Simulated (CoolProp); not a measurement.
Saturation properties of methanol.

Values from CoolProp's reference Helmholtz-energy equation of state, de Reuck 1993.

| T (°C) | p (kPa) | vapour density (kg/m³) | liquid cp (kJ/(kg K)) | liquid viscosity (µPa s) | liquid conductivity (mW/(m K)) |
|---|---|---|---|---|---|
| -1.15 | 3.771 | 0.05414 | 2.396 | 821 | 205 |
| 3.35 | 4.997 | 0.07068 | 2.417 | 761 | 204 |
| 7.95 | 6.594 | 0.09192 | 2.439 | 706 | 203 |
| 12.45 | 8.568 | 0.1178 | 2.463 | 657 | 203 |
| 17.05 | 11.09 | 0.1504 | 2.488 | 612 | 202 |
| 21.55 | 14.16 | 0.1895 | 2.514 | 572 | 201 |
| 26.05 | 17.93 | 0.2368 | 2.541 | 535 | 200 |
| 30.65 | 22.64 | 0.2953 | 2.570 | 501 | 199 |
| 35.15 | 28.22 | 0.3638 | 2.600 | 471 | 198 |
| 39.65 | 34.94 | 0.4452 | 2.632 | 443 | 197 |
| 44.25 | 43.16 | 0.5437 | 2.665 | 418 | 197 |
| 48.75 | 52.73 | 0.6572 | 2.698 | 394 | 196 |
| 53.25 | 64.02 | 0.7897 | 2.733 | 373 | 195 |
| 57.85 | 77.59 | 0.9476 | 2.770 | 353 | 194 |

It boils at 64.5 °C under 1 atm.

Viscosity comes from a separate model (Xiang 2006). Thermal conductivity comes from a separate model (Sykioti 2013).
